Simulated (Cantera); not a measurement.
Cantera run, input and output.

```python
import numpy as np
import cantera as ct

gas = ct.Solution("gri30.yaml")
gas.TPX = 1200, 1700, {'N2O': 0.16, 'O2': 0.37}
reactor = ct.IdealGasConstPressureReactor(gas, energy="off", clone=False)
net = ct.ReactorNet([reactor])
net.rtol, net.atol = 1e-08, 1e-18
show = ['N2O', 'O2', 'O', 'NO', 'NO2', 'N2']
times = np.geomspace(1e-05, 6, 15)

steps = ct.SolutionArray(gas, extra=["t"])
rows = []
print(f"{'t/s':>10s}{'T/K':>9s}{'P/Pa':>11s}" + "".join(f"{s:>11s}" for s in show))
for t in times:
    while net.time < t:
        t_next = net.step()
        steps.append(gas.state, t=t_next)
    rows.append([np.interp(t, steps.t, y) for y in (steps.T, steps.P, *steps(*show).X.T)])
    print(f"{t:10.3e}{rows[-1][0]:9.1f}{rows[-1][1]:11.4g}" + "".join(f"{x:11.3e}" for x in rows[-1][2:]))
rate = np.gradient(steps.T, steps.t)
print("integrator steps:", len(steps.t))
if steps.T.max() > steps.T[0] + 200:
    print(f"time of steepest temperature rise: {steps.t[rate.argmax()]:.4e} s")
gas.TPX = 1200, 1700, {'N2O': 0.16, 'O2': 0.37}
gas.equilibrate("TP")
print(f"equilibrium (TP): T = {gas.T:.1f} K  " + "  ".join(f"{s} {gas[s].X[0]:.3e}" for s in show))
```

Output:

```
       t/s      T/K       P/Pa        N2O         O2          O         NO        NO2         N2
 1.000e-05   1200.0       1700  3.019e-01  6.981e-01  1.577e-08  1.442e-11  2.328e-20  1.590e-08
 2.587e-05   1200.0       1700  3.019e-01  6.981e-01  4.050e-08  9.577e-11  4.006e-19  4.137e-08
 6.690e-05   1200.0       1700  3.019e-01  6.981e-01  1.029e-07  6.318e-10  6.915e-18  1.086e-07
 1.731e-04   1200.0       1700  3.019e-01  6.981e-01  2.544e-07  4.109e-09  1.217e-16  2.916e-07
 4.476e-04   1200.0       1700  3.019e-01  6.981e-01  5.876e-07  2.542e-08  2.115e-15  8.172e-07
 1.158e-03   1200.0       1700  3.019e-01  6.981e-01  1.158e-06  1.416e-07  3.580e-14  2.438e-06
 2.995e-03   1200.0       1700  3.019e-01  6.981e-01  1.694e-06  6.394e-07  5.142e-13  7.470e-06
 7.746e-03   1200.0       1700  3.019e-01  6.981e-01  1.829e-06  2.189e-06  5.371e-12  2.161e-05
 2.004e-02   1200.0       1700  3.018e-01  6.981e-01  1.832e-06  6.271e-06  4.309e-11  5.848e-05
 5.182e-02   1200.0       1700  3.017e-01  6.981e-01  1.832e-06  1.683e-05  3.053e-10  1.538e-04
 1.340e-01   1200.0       1700  3.014e-01  6.982e-01  1.832e-06  4.410e-05  2.025e-09  4.002e-04
 3.467e-01   1200.0       1700  3.006e-01  6.982e-01  1.832e-06  1.145e-04  1.250e-08  1.036e-03
 8.968e-01   1200.0       1700  2.986e-01  6.984e-01  1.831e-06  2.957e-04  6.742e-08  2.673e-03
 2.320e+00   1200.0       1700  2.936e-01  6.988e-01  1.831e-06  7.579e-04  2.861e-07  6.850e-03
 6.000e+00   1200.0       1700  2.809e-01  6.999e-01  1.831e-06  1.912e-03  9.130e-07  1.729e-02
integrator steps: 311
equilibrium (TP): T = 1200.0 K  N2O 1.120e-09  O2 7.376e-01  O 1.662e-07  NO 2.126e-04  NO2 8.749e-07  N2 2.622e-01
```

Detailed kinetics in Cantera: GRI-Mech 3.0 (53 species, 325 reactions). GRI-Mech 3.0 was tuned for natural gas; its chemistry of N2O as a main component is partial and can be far from experiment. Radical loss at walls, strong at low pressure, is not modelled. The mechanism lacks the step 2 NO + O2 → 2 NO2, which can matter for NO2 below about 1400 K. The temperature is held fixed by assumption; the heat of reaction is taken as removed at once.
